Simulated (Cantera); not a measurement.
**Equilibrium for iron carbonyl, mercury and lead vapours: Pb + O₂ + N₂**

Charge: 1 mol Pb, 0.021 mol O₂, 0.12 mol N₂, at 7.05 Torr.

Method: chemical equilibrium by Gibbs-energy minimisation in Cantera with the NASA 1993 tables (ideal gas, pure condensed phases). Candidate condensed phases: Pb, PbO, PbO₂, Pb₃O₄; 12 gas species. Each liquid is taken as pure. Mutual solubility and eutectic melting of coexisting phases are not modelled. Gases not in the tables: (PbO)n polymers. Equilibrium is a limit: real reactors are often held back by kinetics, nucleation or transport.

| T (K) | x N₂ | x Pb | x PbO | x Pb₂ | x O₂ | x NO | x O | n Pb(l) | n PbO(yellow) | n PbO(l) |
|---|---|---|---|---|---|---|---|---|---|---|
| 773 | 1.000 | 2.46e-6 | 1.71e-9 | <1e-12 | <1e-12 | <1e-12 | <1e-12 | 0.958 | 0.0420 | 0 |
| 823 | 1.000 | 1.43e-5 | 2.42e-8 | 1.76e-12 | <1e-12 | <1e-12 | <1e-12 | 0.958 | 0.0420 | 0 |
| 873 | 1.000 | 6.77e-5 | 2.51e-7 | 2.39e-11 | <1e-12 | 2.08e-12 | <1e-12 | 0.958 | 0.0420 | 0 |
| 923 | 1.000 | 0.000270 | 2.01e-6 | 2.43e-10 | <1e-12 | 2.10e-11 | <1e-12 | 0.958 | 0.0420 | 0 |
| 973 | 0.999 | 0.000931 | 1.29e-5 | 1.93e-9 | 8.74e-12 | 1.67e-10 | <1e-12 | 0.958 | 0.0420 | 0 |
| 1023 | 0.997 | 0.00284 | 6.84e-5 | 1.25e-8 | 1.22e-10 | 1.08e-9 | <1e-12 | 0.958 | 0.0420 | 0 |
| 1073 | 0.992 | 0.00777 | 0.000309 | 6.75e-8 | 1.32e-9 | 5.87e-9 | <1e-12 | 0.957 | 0.0420 | 0 |
| 1123 | 0.979 | 0.0194 | 0.00122 | 3.12e-7 | 1.14e-8 | 2.72e-8 | 4.85e-12 | 0.956 | 0.0419 | 0 |
| 1173 | 0.951 | 0.0449 | 0.00411 | 1.26e-6 | 7.73e-8 | 1.06e-7 | 4.01e-11 | 0.952 | 0 | 0.0415 |
| 1223 | 0.892 | 0.0965 | 0.0115 | 4.53e-6 | 3.79e-7 | 3.32e-7 | 2.57e-10 | 0.945 | 0 | 0.0404 |
| 1273 | 0.775 | 0.195 | 0.0297 | 1.47e-5 | 1.63e-6 | 9.14e-7 | 1.42e-9 | 0.928 | 0 | 0.0374 |
| 1323 | 0.555 | 0.374 | 0.0710 | 4.33e-5 | 6.24e-6 | 2.10e-6 | 6.85e-9 | 0.877 | 0 | 0.0266 |
| 1373 | 0.235 | 0.682 | 0.0823 | 0.000118 | 5.80e-6 | 1.78e-6 | 1.53e-8 | 0.610 | 0 | 0 |
| 1423 | 0.107 | 0.855 | 0.0375 | 0.000153 | 1.67e-6 | 8.56e-7 | 1.80e-8 | 0 | 0 | 0 |
x: gas mole fraction; n: condensed amount in mol.

From 773 K to 1123 K the condensed part is Pb(l) + PbO(yellow). From 1173 K to 1323 K the condensed part is Pb(l) + PbO(l). At 1373 K the condensed part is Pb(l). At 1423 K nothing is condensed.
